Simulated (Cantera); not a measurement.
Cantera run:

```python
import numpy as np
import cantera as ct

gas_names = [...]  # 148 gases of nasa_gas.yaml made of Al, C, H, N, O
cond_names = """
    AL(cr) AL(L) ALN(s) AL2O3(a) AL2O3(L) C(gr) C6H6(L) C7H8(L) C8H18(L),n-octa H2O(s) H2O(L)
""".split()


# ... load() reads the species with a 1 bar reference pressure and builds the phases ...
atoms = {
    'Al(CH3)3': {'AL': 1, 'C': 3, 'H': 9},
    'N2O': {'N': 2, 'O': 1},
    'N2': {'N': 2},
    'H2O': {'H': 2, 'O': 1},
}
top_T = {'ALN(s)': 2750, 'C(gr)': 4500}  # K; cautious upper limits of use, not melting points


# ... equilibrate(T, P, feed) seeds the gas with the atoms and calls Mixture.equilibrate('TP', solver="vcs", rtol=1e-11, max_steps=5000) ...
results = []
feed = {'Al(CH3)3': 1, 'N2O': 3.6, 'N2': 1.3, 'H2O': 0.4}  # mol
T = 1200  # K
P = 1000  # Pa
mix = equilibrate(T, P, feed)
results.append((T, P, feed, dict(zip(mix.species_names, mix.species_moles))))
print(gas.report(threshold=0.001))
for i in range(1, mix.n_phases):
    print(f"{mix.phase(i).name:16s} {mix.phase_moles(i):12.5e} mol")
```

Result:

```
       temperature   1200 K
          pressure   1000 Pa
           density   0.0017698 kg/m^3
  mean mol. weight   17.658 kg/kmol
   phase of matter   gas

                          1 kg             1 kmol
                     ---------------   ---------------
          enthalpy        2.9362e+05        5.1845e+06  J
   internal energy       -2.7143e+05       -4.7928e+06  J
           entropy             14598        2.5777e+05  J/K
    Gibbs function       -1.7224e+07       -3.0413e+08  J
 heat capacity c_p            1852.6             32713  J/K
 heat capacity c_v            1381.7             24398  J/K

                      mass frac. Y      mole frac. X     chem. pot. / RT
                     ---------------   ---------------   ---------------
                CO           0.32238           0.20323           -43.375
                H2          0.045476           0.39831           -23.503
                N2           0.63204           0.39838            -30.88
     [ +145 minor]        0.00010975        8.5302e-05

AL(L)             0.00000e+00 mol
ALN(s)            0.00000e+00 mol
AL2O3(a)          5.00000e-01 mol
C(gr)             4.99678e-01 mol
```

These are equilibrium values from Cantera (NASA tables, ideal gas, pure condensed phases), not measurements of a reactor. The feed counts by its element totals alone.
